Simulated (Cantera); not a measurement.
# Thermodynamics of silicon carbide growth, feed SiH4 + C3H8 + H2

Charge: 1 mol SiH4, 0.82 mol C3H8, 490 mol H2, held at 2398 K and 29000 Pa.

Cantera equilibrium calculation (NASA polynomials, part measured and part estimated; ideal gas, pure solids and liquids). Candidate condensed phases: C, C6H6, C7H8, C8H18, Si, SiC; 87 gas species. Gases not in the tables: Si2H6 and higher silanes. The numbers say what is thermodynamically allowed, not how fast it happens.

```json
{
  "x(H2)": "0.967",
  "x(H)": "0.0288",
  "x(C2H2 (acetylene))": "0.00228",
  "x(Si)": "0.00136",
  "x(SiH)": "0.000224",
  "x(SiH2)": "0.000125",
  "x(SiC2)": "8.88e-5",
  "x(Si2C)": "8.58e-5",
  "x(CH4)": "2.82e-5",
  "gas_amount": "503.3 mol",
  "log10 activity of C(graphite) (absent)": "-0.23",
  "log10 activity of Si(l) (absent)": "-0.73"
}
```
